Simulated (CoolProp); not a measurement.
n-hexane along the isotherm 122.35 °C: fugacity coefficient from the reference equation and from simpler models built on Tc = 234.7 °C, pc = 3044 kPa, ω = 0.300; each cubic takes its own stable root.

The numbers come from the reference Helmholtz-energy equation of state, Thol 2019 in CoolProp.

```csv
p (kPa),phase,reference,Redlich-Kwong,Soave-Redlich-Kwong,Peng-Robinson
1090,liquid,0.3534,0.5007,0.3622,0.3547
2170,liquid,0.1867,0.2670,0.1926,0.1873
3260,liquid,0.1308,0.1886,0.1357,0.1311
4350,liquid,0.1031,0.1499,0.1075,0.1033
5440,liquid,0.08668,0.1271,0.09092,0.08675
6520,liquid,0.07600,0.1122,0.08014,0.07598
7610,liquid,0.06844,0.1018,0.07254,0.06835
8700,liquid,0.06292,0.09421,0.06701,0.06275
9780,liquid,0.05878,0.08859,0.06290,0.05855
10900,liquid,0.05548,0.08416,0.05965,0.05518
12000,liquid,0.05295,0.08083,0.05720,0.05259
13000,liquid,0.05112,0.07846,0.05544,0.05071
14100,liquid,0.04951,0.07644,0.05393,0.04903
15200,liquid,0.04824,0.07489,0.05277,0.04770
```
